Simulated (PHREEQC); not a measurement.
0.5 mol of Vivianite (Fe3(PO4)2:8H2O) is brought to equilibrium with 1 kg of water holding 32 mmol/kgw CaCl2, with rising amounts of NH4HSO4, at 25 °C. The system is closed to oxygen. No CO2 enters from the air. Only these solids could form: Vivianite, Gypsum, Hydroxyapatite, Melanterite.

Computed with PHREEQC (ion-association model, phreeqc.dat).

Question: Predict pH, dissolved Fe (mol/kgw), FeH2PO4+ (mol/kgw) at NH4HSO4 added (mol) = 0.00208, 0.00833, 0.0104, 0.0208, 0.0229.

Answer: 
```
NH4HSO4 added (mol)    pH  dissolved Fe (mol/kgw)  FeH2PO4+ (mol/kgw)
-------------------  ----  ----------------------  ------------------
0.00208              4.88                 0.00157            0.000170
0.00833              4.29                 0.00620             0.00156
0.0104               4.20                 0.00773             0.00215
0.0208               3.94                  0.0154             0.00562
0.0229               3.91                  0.0170             0.00639
```
